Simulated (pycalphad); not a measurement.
Source of the numbers: pycalphad with the COST 507 light-alloy database (1999); pressure 1 atm. The data set is of 1999 and partly superseded. Amounts are mole fractions of atoms.

Problem. Give the equilibrium state of Al-0.3039Si-6.547C (wt.%) at 1130 K.

Solution. 
```
T = 1130.00 K, P = 101325 Pa, N = 1 mol of atoms
G = -54900 J/mol, H = 20102 J/mol, S = 66.37 J/(mol K)  (SER reference)
chemical potentials (J/mol): Al -52540, Si -84576, C -69257
phase             fraction      x(Al)      x(Si)       x(C)
LIQUID              0.6827     0.9961     0.0039   1.74e-07
AL4C3               0.3173     0.5713   0.000116     0.4286
```

Problem. Give the equilibrium state of Al-0.3039Si-6.547C (wt.%) at 570 K.

Solution. 
```
T = 570.00 K, P = 101325 Pa, N = 1 mol of atoms
G = -25592 J/mol, H = -3466 J/mol, S = 38.82 J/(mol K)  (SER reference)
chemical potentials (J/mol): Al -18614, Si -39701, C -69503
phase             fraction      x(Al)      x(Si)       x(C)
FCC_A1              0.6836     1.0000   1.86e-06      1e-14
AL4C3               0.2733     0.5714   1.03e-06     0.4286
AL8SIC7             0.0432     0.5000     0.0625     0.4375
```

Database names, with the compositions (at.%) that they take in these runs: AL4C3: Al 57 C 43; AL8SIC7: Al 50 C 44 Si 6. FCC_A1 is fcc.
